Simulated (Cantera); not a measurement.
Input: 1 mol Si₂Cl₆, 1.6 mol HCl, 34 mol N₂, equilibrated at 0.00133 bar.

Cantera equilibrium calculation (NASA polynomials, part measured and part estimated; ideal gas, pure solids and liquids). Candidate condensed phases: NH₄Cl, Si, Si₃N₄; 28 gas species. The feed counts by its element totals alone. N₂ is the only nitrogen source here; it is nearly inert below about 1500 K, so the nitride shown seldom forms there in practice. The numbers say what is thermodynamically allowed, not how fast it happens.

Task: Which condensed phases are stable at each of these points (T (°C)): 1027, 1077, 1127, 1177, 1227, 1277, 1327, 1377?

Result: 
| T (°C) | condensed phases | Si condensed (%) |
|---|---|---|
| 1027 | Si₃N₄(s) | 1.7 |
| 1077 | gas only | 0.0 |
| 1127 | gas only | 0.0 |
| 1177 | gas only | 0.0 |
| 1227 | gas only | 0.0 |
| 1277 | gas only | 0.0 |
| 1327 | gas only | 0.0 |
| 1377 | gas only | 0.0 |

At 1027 °C the condensed part is Si₃N₄(s). From 1077 °C to 1377 °C nothing is condensed.
